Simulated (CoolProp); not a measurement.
A single-stage vapour-compression cycle with chlorine: evaporating at 308.15 K (dew point), condensing at 353.15 K (bubble point), superheat 10 K, subcooling 0 K, compressor efficiency 0.75, no pressure losses. Each further row changes one setting.

Values from CoolProp's reference Helmholtz-energy equation of state, Thol 2021.

```csv
case,cooling COP,pressure ratio,discharge temperature (K),refrigerating effect (kJ/kg),volumetric capacity (kJ/m³)
as stated,4.05,2.68,426.7,198,6020
evaporating temperature 313.15 K,4.71,2.37,417.7,?,6820
condensing temperature 348.15 K,4.67,2.43,415.0,?,6200
subcooling 5 K,?,2.68,426.7,204,6200
compressor efficiency 0.65,3.51,2.68,438.9,198,6020
```

Complete the blanks.


- evaporating temperature 313.15 K, refrigerating effect (kJ/kg): 199
- condensing temperature 348.15 K, refrigerating effect (kJ/kg): 203
- subcooling 5 K, cooling COP: 4.17
